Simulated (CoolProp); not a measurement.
Saturation properties of tetrahydrofuran.

Model: reference Helmholtz-energy equation of state, Fiedler 2023, in CoolProp.

```json
[
 {"T (K)": "332.6", "p (bar)": "0.8175", "liquid density (kg/m³)": "843.2", "vapour Z": "0.9760"},
 {"T (K)": "338", "p (bar)": "0.9784", "liquid density (kg/m³)": "837.0", "vapour Z": "0.9726"},
 {"T (K)": "343.4", "p (bar)": "1.163", "liquid density (kg/m³)": "830.7", "vapour Z": "?"},
 {"T (K)": "348.9", "p (bar)": "?", "liquid density (kg/m³)": "824.2", "vapour Z": "0.9646"},
 {"T (K)": "354.3", "p (bar)": "1.620", "liquid density (kg/m³)": "817.8", "vapour Z": "?"},
 {"T (K)": "359.8", "p (bar)": "1.897", "liquid density (kg/m³)": "811.2", "vapour Z": "0.9551"},
 {"T (K)": "365.2", "p (bar)": "2.204", "liquid density (kg/m³)": "804.7", "vapour Z": "0.9499"},
 {"T (K)": "370.6", "p (bar)": "?", "liquid density (kg/m³)": "798.1", "vapour Z": "0.9443"},
 {"T (K)": "376.1", "p (bar)": "2.939", "liquid density (kg/m³)": "791.2", "vapour Z": "0.9382"},
 {"T (K)": "381.5", "p (bar)": "3.366", "liquid density (kg/m³)": "784.5", "vapour Z": "0.9317"},
 {"T (K)": "387", "p (bar)": "?", "liquid density (kg/m³)": "777.5", "vapour Z": "0.9248"},
 {"T (K)": "392.4", "p (bar)": "4.371", "liquid density (kg/m³)": "770.5", "vapour Z": "0.9175"},
 {"T (K)": "397.9", "p (bar)": "4.956", "liquid density (kg/m³)": "763.3", "vapour Z": "0.9096"}
]
```

Fill in the missing entries.


- 343.4, vapour Z: 0.9688
- 348.9, p (bar): 1.379
- 354.3, vapour Z: 0.9601
- 370.6, p (bar): 2.548
- 387, p (bar): 3.848

It boils at 339.1 K under 1 atm.
